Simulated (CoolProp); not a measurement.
Vapour-liquid equilibrium of R143a (1) + fluoroethane (R161) (2) at 228.4 K; x and y are mole fractions of (1).

The numbers come from the multi-fluid Helmholtz-energy mixture model, Lemmon and Jacobsen 2000 and Wu 2012; pair parameters Bell 2016 in CoolProp.

```csv
x,"bubble pressure, mixture model (bar)","bubble pressure, Raoult's law (bar)","y, mixture model","y, Raoult's law"
0.05,0.7447,0.7403,0.081,0.077
0.125,0.7812,0.7717,…,0.184
0.2,…,0.8032,0.289,0.284
0.275,0.8496,0.8346,…,0.375
0.35,0.8820,0.8661,0.460,0.460
0.425,0.9135,0.8975,0.536,0.539
0.5,…,0.9289,0.607,0.613
0.575,0.9744,0.9604,0.674,0.682
0.65,…,0.9918,0.737,0.746
0.725,1.033,1.023,…,0.807
0.8,1.062,1.055,0.856,0.864
0.875,1.091,1.086,0.912,0.917
0.95,…,1.118,0.965,0.968
```

### Question
Complete the blanks.

### Answer

- 0.125, y, mixture model: 0.191
- 0.2, bubble pressure, mixture model (bar): 0.8161
- 0.275, y, mixture model: 0.378
- 0.5, bubble pressure, mixture model (bar): 0.9443
- 0.65, bubble pressure, mixture model (bar): 1.004
- 0.725, y, mixture model: 0.798
- 0.95, bubble pressure, mixture model (bar): 1.120

The largest gap from Raoult's law is +1.8 % in bubble pressure, at x = 0.35. No azeotrope shows between x = 0.05 and 0.95.

Pair parameters are fitted to limited data, so mixtures are less certain than the pure fluids.
